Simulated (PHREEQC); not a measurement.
Synthetic water in mmol/kgw, 25 °C, pH 3.87, pe 10.3:

| constituent | mmol/kgw |
|---|---|
| Na | 7.9 |
| K | 0.0137 |
| Ca | 4.98 |
| Mg | 0.805 |
| Cl | 1.85 |
| S(6) | 8.87 |
| Al | 0.125 |

Valence states are taken as typed.

The numbers come from PHREEQC with the ion-association model, phreeqc.dat.

This is a speciation only: nothing precipitates in the calculation.

### Question
Order these S species by the share of S that they hold, largest first: SO4-2, AlSO4+, NaSO4-, MgSO4, CaSO4.

### Answer
SO4-2 (78 %), CaSO4 (15 %), MgSO4 (3.0 %), NaSO4- (1.6 %), AlSO4+ (1.0 %)

The pH is 3.87 and the ionic strength 0.0274 mol/kgw.
